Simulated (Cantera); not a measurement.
C6H6 + CO2 + N2 (carbon deposition, reforming and gasification)

Input: 1 mol C6H6, 4.5 mol CO2, 19 mol N2, held at 100 Torr.

Cantera equilibrium calculation (NASA polynomials, part measured and part estimated; ideal gas, pure solids and liquids). Candidate condensed phases: C, C6H6, C7H8, C8H18, H2O; 136 gas species. The numbers say what is thermodynamically allowed, not how fast it happens.

```
T (K)   x N2   x CO    x H2     x CO2     x H2O     x CH4  n C(graphite)
-----  -----  -----  ------  --------  --------  --------  -------------
948    0.625  0.261  0.0950    0.0159   0.00320  0.000207           2.07
973    0.620  0.272  0.0955   0.00989   0.00215  0.000156           1.86
998    0.618  0.279  0.0958   0.00613   0.00145  0.000119           1.73
1023   0.616  0.283  0.0961   0.00382  0.000992   9.23e-5           1.65
1048   0.615  0.286  0.0962   0.00242  0.000686   7.21e-5           1.59
1073   0.614  0.287  0.0964   0.00155  0.000480   5.69e-5           1.56
1098   0.614  0.288  0.0965   0.00101  0.000341   4.53e-5           1.54
1123   0.613  0.289  0.0965  0.000672  0.000245   3.65e-5           1.53
1148   0.613  0.289  0.0966  0.000454  0.000179   2.96e-5           1.52
1173   0.613  0.290  0.0966  0.000312  0.000132   2.42e-5           1.51
```
x: gas mole fraction; n: condensed amount in mol.

From 948 K to 1173 K the condensed part is C(graphite). The main C-bearing gas is CO throughout. The share of C in condensed phases is highest at 948 K (19.8 %) and lowest at 1173 K (14.4 %).
